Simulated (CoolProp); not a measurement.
A simple Rankine cycle with 1,2-dichloroethane: condensing at 322.15 K, boiler at 0.192 MPa, turbine inlet 393.4 K, turbine efficiency 0.65, pump efficiency 0.6, no recuperator. Each further row changes one setting.

Model: reference Helmholtz-energy equation of state, Thol 2015, in CoolProp.

| case | thermal efficiency (%) | net work (kJ/kg) | heat in (kJ/kg) | turbine exit temperature (K) | volume ratio over the turbine |
|---|---|---|---|---|---|
| as stated | 8.8 | 35.4 | 402 | 349.7 | 5.89 |
| turbine inlet 413.4 K | 8.9 | 37.5 | 421 | 368.9 | 5.89 |
| condensing temperature 314.15 K | 10.0 | 41.1 | 412 | 342.9 | 8.04 |
| boiler pressure 0.134 MPa | 7.3 | 29.3 | 403 | 358.3 | 4.16 |
| turbine efficiency 0.55 | 7.4 | 29.9 | 402 | 355.9 | 6.00 |
